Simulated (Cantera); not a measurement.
Charge: 1 mol SiHCl3, 620 mol H2, held at 13.3 mbar.

Method: chemical equilibrium by Gibbs-energy minimisation in Cantera with the NASA 1993 tables (ideal gas, pure condensed phases). Candidate condensed phases: Si; 19 gas species. Equilibrium is a limit: real reactors are often held back by kinetics, nucleation or transport. All values below are at 925 K.

Base state: H2 0.996, HCl 0.00358, SiHCl3 0.000164, SiCl4 0.000163, SiCl2 1.86e-5, SiH2Cl2 1.63e-5 (mole fractions); condensed: Si(s).

**Question.** What changes in the equilibrium state with this change: SiHCl3 replaced by SiCl4?

**Answer.** 
| species | before | after |
|---|---|---|
| H2 | 0.996 | 0.995 |
| HCl | 0.00358 | 0.00423 |
| SiCl4 | 0.000163 | 0.000315 |
| SiCl3 | 8.74e-6 | 1.43e-5 |
| SiHCl3 | 0.000164 | 0.000270 |
| SiCl2 | 1.86e-5 | 2.59e-5 |
| SiH2Cl2 | 1.63e-5 | 2.27e-5 |
| Si(s), mol | 0.769 | 0.597 |
The tables' values for SiCl3 are old estimates; treat these amounts as uncertain.
